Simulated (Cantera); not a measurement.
A freely propagating, adiabatic, planar premixed flame of 13.9 % CO, 9.32 % H₂, 16.1 % O₂, 60.6 % N₂, equivalence ratio 0.72, unburnt at 548 K and 9.87 atm; mixture-averaged transport, grid criteria slope 0.08 and curve 0.16, no radiation.

Detailed kinetics in Cantera: GRI-Mech 3.0 (53 species, 325 reactions). The hydrogen kinetics of GRI-Mech 3.0 are dated; newer H2 mechanisms differ, most at raised pressure. Burning velocities carry a grid error of a few per cent, more on coarse grids.

x: mole fraction of selected species; z is measured from the peak of heat release.

```csv
z (mm),T (K),u (m/s),x CO,x H₂,x O₂,x H₂O,x CO₂,x OH
-0.158,548,0.856,0.139,0.0918,0.162,7.31e-6,1.44e-7,<1e-8
-0.105,549,0.854,0.140,0.0879,0.162,0.000105,4.17e-6,<1e-8
-0.0788,553,0.856,0.141,0.0830,0.163,0.000388,2.18e-5,<1e-8
-0.0526,576,0.882,0.141,0.0713,0.164,0.00242,0.000268,<1e-8
-0.0263,771,1.16,0.136,0.0455,0.158,0.0187,0.00547,2.40e-6
-0.0131,1114,1.65,0.120,0.0273,0.139,0.0445,0.0217,0.000250
0,…,2.22,…,…,…,…,…,…
0.0131,1790,2.57,0.0621,0.00422,0.0853,0.0876,0.0854,0.00424
0.0263,1944,2.76,0.0427,0.00255,0.0735,0.0911,0.108,0.00553
0.0526,2099,2.94,0.0236,0.00178,0.0638,0.0936,0.130,0.00591
0.105,2211,3.08,0.0114,0.00102,0.0580,0.0964,0.144,0.00493
0.210,2272,3.15,0.00517,0.000498,0.0553,0.0984,0.151,0.00366
0.420,2293,3.17,…,…,0.0544,0.0992,0.154,…
```

Task: Some entries are withheld; supply them.

Result: 
- 0, T (K): 1523
- 0, x CO: 0.0905
- 0, x H₂: 0.0113
- 0, x O₂: 0.109
- 0, x H₂O: 0.0739
- 0, x CO₂: 0.0532
- 0, x OH: 0.00188
- 0.420, x CO: 0.00286
- 0.420, x H₂: 0.000312
- 0.420, x OH: 0.00303
